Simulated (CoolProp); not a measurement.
Ethylene along the isotherm -96.45 °C: density (kg/m³) from the reference equation and from simpler models built on Tc = 9.2 °C, pc = 5.042 MPa, ω = 0.087; each cubic takes its own stable root.

Values from CoolProp's reference Helmholtz-energy equation of state, Smukala 2000.

| p (MPa) | phase | reference |
|---|---|---|
| 0.688 | liquid | 557.7 |
| 1.38 | liquid | 558.5 |
| 2.06 | liquid | 559.2 |
| 2.75 | liquid | 560.0 |
| 3.44 | liquid | 560.7 |
| 4.13 | liquid | 561.5 |
| 4.81 | liquid | 562.2 |
| 5.5 | liquid | 562.9 |
| 6.19 | liquid | 563.6 |
| 6.88 | liquid | 564.3 |
| 7.56 | liquid | 565.0 |

Problem. How far does each simpler model (van der Waals, Redlich-Kwong, Peng-Robinson) lie from the reference over these 11 states: mean and median of the absolute difference, and the worst?

Solution. 
- van der Waals: mean 33.8 %, median 33.8 %, worst -34.6 % at -96.45 °C and 0.688 MPa
- Redlich-Kwong: mean 3.6 %, median 3.6 %, worst -3.9 % at -96.45 °C and 0.688 MPa
- Peng-Robinson: mean 9.0 %, median 9.0 %, worst +9.1 % at -96.45 °C and 7.56 MPa
